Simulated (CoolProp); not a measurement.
n-octane at 495.93 K and 2.22 MPa flows at 0.83 m/s in a round tube of 20 mm bore and 0.25 µm roughness, fully developed (64/Re and Nu = 3.66 if laminar; Colebrook and Gnielinski if turbulent). Each further row changes one setting.

Model: reference Helmholtz-energy equation of state, Beckmüller 2019, in CoolProp.

```
case               Reynolds number  Darcy friction factor  pressure drop (Pa/m)  heat-transfer coefficient (W/(m² K))  mass flow (kg/h)
-----------------  ---------------  ---------------------  --------------------  ------------------------------------  ----------------
as stated                    84700                 0.0187                   164                                  1560               [?]
velocity 1.66 m/s           169000                 0.0162                   [?]                                  2830               [?]
diameter 40 mm              169000                 0.0162                   [?]                                  1410              1910
```

Question: What belongs in the gaps?

Answer: 
- as stated, mass flow (kg/h): 478
- velocity 1.66 m/s, pressure drop (Pa/m): 570
- velocity 1.66 m/s, mass flow (kg/h): 956
- diameter 40 mm, pressure drop (Pa/m): 71.1

Viscosity comes from a separate model (Huber 2004). Thermal conductivity comes from a separate model (Huber 2005).
